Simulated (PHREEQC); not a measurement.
H2SO4 is added in steps, without added water, to 1 kg of water holding 0.0013 mol/kgw CaCl2, 7.4e-05 mol/kgw Na2CO3 and 0.00029 mol/kgw H4SiO4, at 25 °C. Oxygen is held at 0.21 atm. No CO2 enters from the air. Solids allowed: Calcite, Gypsum, Portlandite, SiO2(a), Halite, Mirabilite, Nahcolite, Natron. Others were left out.

Base run: PHREEQC, ion-association model, wateq4f.dat. Each further column changes one thing. The table gives HCO3- (mol/kgw).

```
H2SO4 added (mol)     base  database pitzer.dat  metal-ligand complexes left out  all activity coefficients set to 1  database phreeqc.dat
-----------------  -------  -------------------  -------------------------------  ----------------------------------  --------------------
0                  6.08e-5              6.07e-5                          6.12e-5                             5.05e-5               6.09e-5
5.5e-05            3.79e-5              3.83e-5                          3.83e-5                             3.77e-5               3.79e-5
0.0001375          2.97e-7              3.05e-7                          2.98e-7                             2.60e-7               2.97e-7
0.0001925          1.61e-7              1.65e-7                          1.61e-7                                 ___               1.61e-7
0.000275           9.55e-8              9.83e-8                          9.59e-8                                 ___               9.55e-8
0.00033            7.54e-8              7.76e-8                          7.57e-8                                 ___               7.54e-8
0.000385           6.24e-8              6.43e-8                          6.27e-8                             5.44e-8               6.24e-8
0.0004675          4.97e-8              5.12e-8                          4.99e-8                             4.33e-8               4.97e-8
0.0005225          4.38e-8              4.52e-8                          4.40e-8                             3.81e-8               4.38e-8
0.000605           3.72e-8              3.84e-8                          3.75e-8                             3.24e-8               3.73e-8
0.00066            3.39e-8              3.50e-8                          3.41e-8                                 ___               3.39e-8
```

Problem. Fill in the missing entries.

Solution. 
- 0.0001925, all activity coefficients set to 1: 1.41e-7
- 0.000275, all activity coefficients set to 1: 8.35e-8
- 0.00033, all activity coefficients set to 1: 6.58e-8
- 0.00066, all activity coefficients set to 1: 2.94e-8

 pitzer.dat has no redox and few complexes: it carries them in its interaction parameters. phreeqc.dat and wateq4f.dat share most of their constants, so their agreement is no independent check. Solids allowed in the column 'database pitzer.dat': Calcite, Burkeite, Gaylussite, Glauberite, Gypsum, Anhydrite, Halite, Mirabilite, Nahcolite, Natron, Pirssonite, Portlandite, SiO2(a), Thenardite, Trona. Solids allowed in the column 'database phreeqc.dat': Calcite, Gypsum, SiO2(a), Halite.
